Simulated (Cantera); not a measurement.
**Thermodynamics of titanium nitride, carbide and oxide coatings, feed Ti(OiPr)4 + C3H8 + H2 + CH4**

A closed system holds: 1 mol Ti(OiPr)4, 0.9 mol C3H8, 210 mol H2, 5.2 mol CH4, at 0.00133 bar.

These are equilibrium values from Cantera (NASA tables, ideal gas, pure condensed phases), not measurements of a reactor. Candidate condensed phases: C, C6H6, C7H8, C8H18, H2O, Ti, TiC, TiO, TiO2, Ti2O3, Ti3O5, Ti4O7; 113 gas species. The feed counts by its element totals alone. TiC: taken at fixed stoichiometry. The numbers say what is thermodynamically allowed, not how fast it happens.

| T (K) | x H2 | x H | x CO | x C2H2 (acetylene) | x Ti | x CH4 | n C(graphite) | n TiC(s) |
|---|---|---|---|---|---|---|---|---|
| 1423 | 0.983 | 0.000180 | 0.0165 | 3.38e-6 | <1e-12 | 4.91e-6 | 14.9 | 1.00 |
| 1523 | 0.983 | 0.000628 | 0.0165 | 1.16e-5 | 2.97e-12 | 2.97e-6 | 14.9 | 1.00 |
| 1623 | 0.982 | 0.00188 | 0.0165 | 3.42e-5 | 6.93e-11 | 1.90e-6 | 14.9 | 1.00 |
| 1723 | 0.978 | 0.00494 | 0.0165 | 8.86e-5 | 1.12e-9 | 1.28e-6 | 14.9 | 1.00 |
| 1823 | 0.972 | 0.0117 | 0.0164 | 0.000205 | 1.33e-8 | 8.98e-7 | 14.8 | 1.000 |
| 1923 | 0.958 | 0.0253 | 0.0163 | 0.000432 | 1.21e-7 | 6.43e-7 | 14.7 | 1.000 |
| 2023 | 0.933 | 0.0502 | 0.0161 | 0.000833 | 8.88e-7 | 4.64e-7 | 14.5 | 1.000 |
| 2123 | 0.890 | 0.0927 | 0.0158 | 0.00147 | 5.38e-6 | 3.30e-7 | 14.1 | 0.999 |
x: gas mole fraction; n: condensed amount in mol.

From 1423 K to 2123 K the condensed part is C(graphite) + TiC(s).
